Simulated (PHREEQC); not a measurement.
A PHREEQC speciation (ion-association model, phreeqc.dat) at 25 °C gives pH 6.88 and these molalities:

```json
[
 {"species": "Na+", "mol/kgw": "0.214"},
 {"species": "SO4-2", "mol/kgw": "0.0999"},
 {"species": "NaSO4-", "mol/kgw": "0.0262"},
 {"species": "MnSO4", "mol/kgw": "0.00686"},
 {"species": "Mn+2", "mol/kgw": "0.00614"}
]
```

Problem. What are the element totals, and what could have been dissolved in 1 kg of water to give them?

Solution. This is not unique; one that fits is totals Mn(2) 0.0130, Na 0.240, S(6) 0.133 mol/kgw, from 13 mmol/kgw MnSO4 and 120 mmol/kgw Na2SO4.

This is a speciation only: nothing precipitates in the calculation.
